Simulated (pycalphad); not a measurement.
Source of the numbers: pycalphad with the COST 507 light-alloy database (1999); pressure 1 atm. The database dates from 1999; later assessments differ in places, in temperatures and in the compounds included.

Question: How does the equilibrium phase assembly of Al-24.12Fe-1.175Si (wt.%) change on cooling from 1850 K to 500 K?

Answer: 
```tsv
T (K)	phases above	phases below
1342.1	LIQUID	AL13FE4 + LIQUID
911.7	AL13FE4 + LIQUID	AL13FE4 + FCC_A1 + LIQUID
904.8	AL13FE4 + FCC_A1 + LIQUID	AL13FE4 + ALFESI_ALPHA + FCC_A1
```
Changes were sought between steps of 75 K, so a narrower field can be missed.

Database names, with the compositions (at.%) that they take in these runs: AL13FE4: Al 75 Fe 24; ALFESI_ALPHA: Al 74 Fe 19 Si 7. FCC_A1 is fcc.
